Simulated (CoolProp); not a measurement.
Vapour-liquid equilibrium of n-butane (1) + n-decane (2) at 0.0735 MPa; x and y are mole fractions of (1).

Values from CoolProp's multi-fluid Helmholtz-energy mixture model, Bücker 2006 and Lemmon 2006; pair parameters Kunz 2012.

Task: Give the bubble temperature and the first vapour's composition at x = 0.05, 0.45, 0.75. Is there an azeotrope?

Result: x = 0.05: 369.4 K, y = 0.889; x = 0.45: 283.4 K, y = 0.999; x = 0.75: 271.4 K, y = 1.000. No azeotrope shows between x = 0.05 and 0.95.

The pair parameters rest on a limited set of measurements; away from them the model extrapolates. The gap from Raoult's law changes sign with composition, which may be real or a fault of the pair parameters; it wasn't checked against measurements.
